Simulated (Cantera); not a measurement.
Feed: 1 mol SF6, 2.1 mol H2O, equilibrated at 3098.15 K and 2.00 bar.

Cantera equilibrium calculation (NASA polynomials, part measured and part estimated; ideal gas, pure solids and liquids). Candidate condensed phases: H2O, H2SO4, S; 43 gas species. The tables' values for SOF2 are old estimates; treat these amounts as uncertain. Rates play no part.

Task: What is the equilibrium state?

Result: 
```
Item                                 Value
-------------------------------  ---------
x(HF)                                0.576
x(F)                                 0.246
x(SO2)                              0.0924
x(SO)                               0.0392
x(O2)                               0.0234
x(O)                                0.0170
x(S)                               0.00337
x(SF)                              0.00155
x(OH)                             0.000482
gas amount                       7.282 mol
log10 activity of S(l) (absent)      -3.59
```
